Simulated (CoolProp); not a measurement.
Isohexane at several states: fugacity coefficient from the reference equation and from simpler models built on Tc = 224.6 °C, pc = 3.043 MPa, ω = 0.280; each cubic takes its own stable root.

Computed with CoolProp (reference Helmholtz-energy equation of state, Lemmon 2006). It is a short technical equation, of lower accuracy than the large ones.

| T (°C) | p (MPa) | phase | reference | van der Waals | Redlich-Kwong | Soave-Redlich-Kwong | Peng-Robinson |
|---|---|---|---|---|---|---|---|
| 167.85 | 0.254 | gas | 0.9565 | 0.9670 | 0.9601 | 0.9580 | 0.9545 |
| 273.55 | 0.0669 | gas | 0.9945 | 0.9948 | 0.9943 | 0.9946 | 0.9939 |
| -0.35 | 0.331 | liquid | 0.02685 | 0.4439 | 0.06852 | 0.02638 | 0.02759 |
| 159.55 | 3.3 | liquid | 0.2910 | 0.4459 | 0.3498 | 0.3027 | 0.2913 |
